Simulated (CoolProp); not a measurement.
Properties of ethylene along the isotherm 301.6 K (Tc = 282.4 K, pc = 50.42 bar, ω = 0.087).

Values from CoolProp's reference Helmholtz-energy equation of state, Smukala 2000.

| p (bar) | phase | Joule-Thomson coefficient (K/MPa) | fugacity coefficient |
|---|---|---|---|
| 45.8 | gas | 10.81 | 0.7596 |
| 91.7 | supercritical | 2.686 | … |
| 138 | supercritical | 0.9283 | 0.4126 |
| 183 | supercritical | 0.4327 | 0.3559 |
| 229 | supercritical | 0.1766 | 0.3236 |
| 275 | supercritical | 0.01989 | 0.3051 |
| 321 | supercritical | -0.08687 | 0.2947 |
| 367 | supercritical | -0.1646 | 0.2897 |
| 413 | supercritical | -0.2237 | 0.2886 |
| 458 | supercritical | -0.2693 | … |
| 504 | supercritical | … | 0.2948 |

Task: Some entries are withheld; supply them.

Result: 
- 91.7, fugacity coefficient: 0.5318
- 458, fugacity coefficient: 0.2905
- 504, Joule-Thomson coefficient (K/MPa): -0.3070
